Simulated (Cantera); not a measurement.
Feed: 1 mol Si(CH₃)₄, 0.011 mol C₃H₈, 1600 mol H₂, 0.77 mol HCl, at 2.90 mbar.

Equilibrium computed with Cantera from the NASA thermochemical tables; the gas is ideal and each condensed phase is pure. Candidate condensed phases: C, C₆H₆, C₇H₈, C₈H₁₈, Si, SiC; 109 gas species. Rates play no part.

**Question.** Which condensed phases are stable at each of these points (T (°C)): 952, 1052, 1152, 1252, 1352, 1452, 1552, 1652, 1752, 1852, 1952?

**Answer.** 
```tsv
T (°C)	condensed phases	Si condensed (%)
952	C(graphite) + SiC(s)	100.0
1052	C(graphite) + SiC(s)	100.0
1152	C(graphite) + SiC(s)	100.0
1252	C(graphite) + SiC(s)	100.0
1352	C(graphite) + SiC(s)	99.9
1452	C(graphite) + SiC(s)	98.9
1552	C(graphite) + SiC(s)	92.3
1652	C(graphite) + SiC(s)	55.0
1752	C(graphite)	0.0
1852	gas only	0.0
1952	gas only	0.0
```

From 952 °C to 1652 °C the condensed part is C(graphite) + SiC(s). At 1752 °C the condensed part is C(graphite). From 1852 °C to 1952 °C nothing is condensed.
